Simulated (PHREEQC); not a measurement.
Make-up at 25 °C: 3.8 mol/kgw KCl and 0.59 mol/kgw SrCl2. Closed to the air; pH follows from the charge balance.

The numbers come from PHREEQC with the Pitzer model, pitzer.dat.

```json
{
  "ionic_strength": "5.57 mol/kgw",
  "activity_of_water": "0.835",
  "density": "1.206 g/cm³",
  "osmotic_coefficient": "1.070"
}
```

```
species  molality  activity   log γ
-------  --------  --------  ------
Cl-          4.98      3.00  -0.219
K+           3.80      2.53  -0.177
Sr+2        0.590     0.310  -0.280
OH-       9.29e-8   4.02e-8  -0.364
H+        9.29e-8   2.10e-7   0.355
```

Precipitation was switched off in this run. Species that the database lacks are ignored.
